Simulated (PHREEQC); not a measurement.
A solution holds 0.0014 mol SrBr2, 0.011 mol SrCl2 and 0.00847 mol NaAlO2 per kg of water, at 75 °C. Closed to the air; pH follows from the charge balance.

Computed with PHREEQC (ion-association model, wateq4f.dat).

No solid was allowed to form.

Task: Estimate the pH, ionic strength.

Result: pH 7.82; ionic strength 0.0457 mol/kgw.

The solution is supersaturated, for example in Al(OH)3(a), Boehmite (slow to form), so a real one may precipitate; this is no full list. Species that the database lacks are ignored. Constants without temperature data keep their 25 °C values here.
